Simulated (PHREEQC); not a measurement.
PHREEQC input (ion-association model, wateq4f.dat):

```
SOLUTION_MASTER_SPECIES
  An  An-  0  An  62.0  # stands for a non-complexing anion
SOLUTION_SPECIES
  An- = An-
    -log_k 0
    -gamma 3.0 0
PHASES
  Fix_H+
    H+ = H+
    -log_k 0
SOLUTION 1
  temp 25
  units mmol/kgw
  pH 7 charge
  Cl 0.00436
  Ba 0.00068
  Mn(2) 0.0015
  Na 50
  An 50
END
SELECTED_OUTPUT 1
  -reset false
  -pH true
  -pe true
  -ionic_strength true
  -water true
  -totals Ba Cl Mn Na Mn(2) Mn(3) Mn(6) Mn(7)
  -molalities Hfo_wOH Hfo_wOH2+ Hfo_wO- Hfo_sOH Hfo_sOH2+ Hfo_sO- Hfo_sOHBa+2 Hfo_wOBa+ Hfo_sOMn+ Hfo_wOMn+
  -saturation_indices Pyrochroite Halite
USER_PUNCH 1
  -headings sigma psi
  10 PUNCH EDL("sigma", "Hfo"), EDL("psi", "Hfo")
PRINT
  -reset false
USE solution 1
SURFACE 1
  Hfo_wOH 3.37079e-05 600 0.015
  Hfo_sOH 8.42697e-07
EQUILIBRIUM_PHASES 1
  Fix_H+ -4 HAn 10
    -force_equality true
END
# ... the last block is repeated for the other 12 points of pH, with NaOH or the acid as the point needs
```

Selected output (columns that matter, 13 of 13 rows; pH added in front):

```
pH	mu	Ba	Mn	Na	m_Hfo_wOH	m_Hfo_wOH2+	m_Hfo_wO-	m_Hfo_sOH	m_Hfo_sOH2+	m_Hfo_sO-	si_Pyrochroite	si_Halite	sigma	psi
4	0.050137	6.8e-07	1.5e-06	0.05	6.8954e-06	2.6772e-05	4.0686e-08	1.7238e-07	6.6929e-07	1.0171e-09	-13.342	-8.4181	0.29376	0.15977
4.67	0.050042	6.8e-07	1.5e-06	0.05	1.3428e-05	2.0074e-05	2.0578e-07	3.357e-07	5.0184e-07	5.1443e-09	-12.002	-8.418	0.21834	0.14466
5.33	0.050019	6.8e-07	1.4998e-06	0.05	1.92e-05	1.39e-05	6.0757e-07	4.7987e-07	3.474e-07	1.5185e-08	-10.682	-8.4179	0.14608	0.12424
6	0.050012	6.7998e-07	1.4964e-06	0.05	2.3032e-05	9.38e-06	1.2956e-06	5.7344e-07	2.3354e-07	3.2257e-08	-9.3431	-8.4179	0.088874	0.09939
6.67	0.050009	6.7979e-07	1.45e-06	0.05	2.496e-05	6.5757e-06	2.1705e-06	5.8804e-07	1.5492e-07	5.1134e-08	-8.0168	-8.4179	0.048884	0.070946
7.33	0.050007	6.7856e-07	1.1256e-06	0.05	2.5714e-05	4.8525e-06	3.1216e-06	3.7126e-07	7.006e-08	4.507e-08	-6.8069	-8.4179	0.022871	0.040475
8	0.050007	6.7583e-07	6.0249e-07	0.050003	2.573e-05	3.6468e-06	4.159e-06	8.6449e-08	1.2253e-08	1.3973e-08	-5.7388	-8.4179	0.0042021	0.0081952
8.67	0.050012	6.633e-07	1.2651e-07	0.05001	2.5092e-05	2.7099e-06	5.3226e-06	2.7056e-08	2.922e-09	5.7391e-09	-5.079	-8.4178	-0.012964	-0.024456
9.33	0.050033	5.6795e-07	1.1517e-08	0.050033	2.4119e-05	1.941e-06	6.8658e-06	1.7667e-08	1.4218e-09	5.0291e-09	-4.8105	-8.4177	-0.034559	-0.055942
10	0.050131	3.2133e-07	1.2219e-09	0.050133	2.202e-05	1.1706e-06	9.4887e-06	9.4682e-09	5.0336e-10	4.08e-09	-4.4921	-8.4169	-0.066065	-0.084925
10.67	0.050586	9.5346e-08	1.8792e-10	0.050591	1.835e-05	5.6989e-07	1.3536e-05	5.7733e-09	1.793e-10	4.2586e-09	-4.1362	-8.4136	-0.11235	-0.11075
11.33	0.052657	2.0829e-08	6.1298e-11	0.052665	1.3077e-05	2.0511e-07	1.9098e-05	4.5922e-09	7.2032e-11	6.707e-09	-3.7065	-8.3988	-0.1755	-0.13224
12	0.062565	7.9673e-09	8.2648e-11	0.062577	6.4733e-06	3.7132e-08	2.5853e-05	3.0988e-09	1.7775e-11	1.2376e-08	-3.0104	-8.3356	-0.25081	-0.14603
```
